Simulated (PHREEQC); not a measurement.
Dissolve 0.22 mol/kgw H2SO4, 0.094 mol/kgw Li2SO4 and 0.00013 mol/kgw NiSO4 at 25 °C. Closed to the air; pH follows from the charge balance.

The numbers come from PHREEQC with the ion-association model, wateq4f.dat.

```
quantity                        before    after
-----------------------------  -------  -------
pH                                0.83     1.08
ionic strength (mol/kgw)         0.423    0.232
HSO4- (mol/kgw)                  0.250    0.116
SO4-2 (mol/kgw)                 0.0543   0.0373
LiSO4- (mol/kgw)               0.00961  0.00416
SI of Morenosite (NiSO4:7H2O)    -4.24    -4.55
```

What was changed between the two runs?
(A) H2SO4 left out
(B) NiSO4 from 0.00013 to 0.000195 mol/kgw
(C) diluted 2-fold with water
(D) temperature from 25 to 90 °C
(E) diluted 100-fold with water

C, diluted 2-fold with water

Precipitation was switched off in this run.
